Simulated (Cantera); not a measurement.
## N2O furnace oxynitridation

A perfectly stirred reactor is fed with 80.0 % N2O, 20.0 % N2, at 120000 Pa; it is held at 1298 K, and followed from long to short residence time.

Cantera simulation using GRI-Mech 3.0 (53 species, 325 reactions); the numbers are that mechanism's predictions, not measurements. GRI-Mech 3.0 was tuned for natural gas; its chemistry of N2O as a main component is partial and can be far from experiment. The mechanism lacks the step 2 NO + O2 → 2 NO2, which can matter for NO2 below about 1400 K. The temperature is held fixed by assumption; the heat of reaction is taken as removed at once.

| τ (s) | x N2O | x O | x NO | x O2 | x N2 |
|---|---|---|---|---|---|
| 8.8 | 0.0270 | 1.45e-6 | 0.0278 | 0.262 | 0.683 |
| 1.4 | 0.125 | 3.04e-6 | 0.0428 | 0.219 | 0.613 |
| 0.24 | 0.378 | 5.07e-6 | 0.0371 | 0.132 | 0.453 |
| 0.040 | 0.662 | 6.46e-6 | 0.0138 | 0.0421 | 0.281 |
| 0.0066 | 0.773 | 6.87e-6 | 0.00284 | 0.00830 | 0.216 |
| 0.0011 | 0.795 | 6.92e-6 | 0.000493 | 0.00143 | 0.203 |
| 0.00018 | 0.799 | 6.79e-6 | 7.96e-5 | 0.000230 | 0.200 |
x: mole fraction; the columns are a selection and need not sum to one.
